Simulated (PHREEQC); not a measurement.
Make-up at 25 °C: 0.075 mol/kgw NH3, 0.00046 mol/kgw H4SiO4 and 1.3e-05 mol/kgw CO2. Closed to the air; pH follows from the charge balance.

All values are PHREEQC results (ion-association model, phreeqc.dat), not measurements.

Each row changes one thing in this solution. Precipitation was switched off in this run.

| case | pH | ionic strength (mol/kgw) | NH3 (mol/kgw) | NH4+ (mol/kgw) | H3SiO4- (mol/kgw) | H4SiO4 (mol/kgw) | SI of Quartz (SiO2) |
|---|---|---|---|---|---|---|---|
| as made | 10.97 | 0.00146 | 0.0736 | 0.00144 | 0.000427 | 2.97e-5 | -0.55 |
| diluted 100-fold with water | 10.02 | 0.000110 | 0.000641 | 0.000110 | 2.80e-6 | 1.80e-6 | -1.76 |
| NH3 from 0.075 to 0.015 mol/kgw | 10.53 | 0.000771 | 0.0142 | 0.000762 | 0.000385 | 7.46e-5 | -0.15 |
| CO2 from 1.3e-05 to 1.17e-05 mol/kgw | 10.97 | 0.00145 | 0.0736 | 0.00144 | 0.000427 | 2.97e-5 | -0.55 |
| diluted 10-fold with water | 10.52 | 0.000385 | 0.00712 | 0.000385 | 3.83e-5 | 7.64e-6 | -1.14 |

Species that the database lacks are ignored.
